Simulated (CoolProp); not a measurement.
The numbers come from the reference Helmholtz-energy equation of state, Wagner 2002 in CoolProp.

Task: Give the vapour pressure (kPa), liquid density (kg/m³), vapour density (kg/m³), liquid cp (kJ/(kg K)) of saturated water at 544.6 K.

Result: 
| T (K) | p (kPa) | liquid density (kg/m³) | vapour density (kg/m³) | liquid cp (kJ/(kg K)) |
|---|---|---|---|---|
| 544.6 | 5630 | 765 | 28.8 | 5.15 |
